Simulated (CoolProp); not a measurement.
Saturation properties of tetradecamethylhexasiloxane (MD4M).

The numbers come from the reference Helmholtz-energy equation of state, Thol 2019 in CoolProp.

```tsv
T (°C)	p (bar)	liquid density (kg/m³)	enthalpy of vaporisation (kJ/kg)
74.05	0.0005603	839.1	157.8
98.75	0.002846	814.9	149.7
123.45	0.01099	790.4	141.8
148.15	0.03412	765.3	134.0
172.75	0.08872	739.5	126.3
197.45	0.2014	712.7	118.4
222.15	0.4087	684.5	110.4
246.85	0.7574	654.4	101.9
271.55	1.305	621.9	92.81
296.15	2.116	585.7	82.73
```

It boils at 259.7 °C under 1 atm.
